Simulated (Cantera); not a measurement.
Source: NASA polynomial tables (part measured, part estimated), evaluated in Cantera. Values are per mole of reaction as written; species without (g) are pure solids or liquids, kept so even where they would boil at 1 bar.

Between 900 and 2900 K, where is each reaction favourable under standard conditions?
- 6 V2O4 + 2 NH3(g) = 6 V2O3 + 6 OH(g) + N2(g)


- 6 V2O4 + 2 NH3(g) = 6 V2O3 + 6 OH(g) + N2(g): ΔG° is 871 kJ at 900 K and -277 kJ at 2900 K; it changes sign between 2300 and 2500 K. ΔH° is 1329 kJ and ΔS° 554 J/K at 2900 K.
